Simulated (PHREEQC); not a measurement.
Consider water at 25 °C with 0.23 mol/kgw KCl. It is in equilibrium with CO2 at log p = -3.4 (atm). Otherwise closed; pH follows from the charge balance.

Equilibrium calculation in PHREEQC: ion-association model, phreeqc.dat.

```
Quantity                     Result
--------------------  -------------
pH                             5.60
ionic strength        0.230 mol/kgw
activity of water             0.992
specific conductance    26800 µS/cm
density                 1.008 g/cm³
```

```json
[
 {"species": "Cl-", "molality": "0.230", "activity": "0.162", "log γ": "-0.152"},
 {"species": "K+", "molality": "0.230", "activity": "0.161", "log γ": "-0.154"},
 {"species": "CO2", "molality": "1.29e-5", "activity": "1.36e-5", "log γ": "0.023"},
 {"species": "H+", "molality": "3.20e-6", "activity": "2.54e-6", "log γ": "-0.101"},
 {"species": "HCO3-", "molality": "3.19e-6", "activity": "2.36e-6", "log γ": "-0.132"},
 {"species": "OH-", "molality": "5.69e-9", "activity": "3.96e-9", "log γ": "-0.158"}
]
```

This is a speciation only: nothing precipitates in the calculation.
